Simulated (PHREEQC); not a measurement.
# Sulfide liquor (model solution)

Make-up at 40 °C: 0.5 mmol/kgw H2S and 0.6 mmol/kgw FeCl2. Closed to the air; pH follows from the charge balance.

Model: ion-association model, phreeqc.dat, run in PHREEQC.

Each row changes one thing in this solution. This is a speciation only: nothing precipitates in the calculation.

| case | pH | H2S (mol/kgw) | HS- (mol/kgw) |
|---|---|---|---|
| as made | 4.72 | 0.000480 | 4.44e-6 |
| FeCl2 replaced by MgCl2 at the same molality | 5.04 | 0.000491 | 9.54e-6 |
| 6.4e-06 mol/kgw KBr added | 4.72 | 0.000480 | 4.44e-6 |
| temperature from 40 to 80 °C | ___ | ___ | 5.39e-6 |
| H2S from 0.0005 to 0.001 mol/kgw | 4.52 | ___ | ___ |
| diluted 100-fold with water | 6.06 | 4.17e-6 | 8.20e-7 |

### Question
What belongs in the gaps?

### Answer

- temperature from 40 to 80 °C, pH: 4.58
- temperature from 40 to 80 °C, H2S (mol/kgw): 0.000472
- H2S from 0.0005 to 0.001 mol/kgw, H2S (mol/kgw): 0.000969
- H2S from 0.0005 to 0.001 mol/kgw, HS- (mol/kgw): 5.72e-6

Species that the database lacks are ignored. At this temperature some constants are extrapolated from 25 °C, and those without enthalpy data are left unchanged.
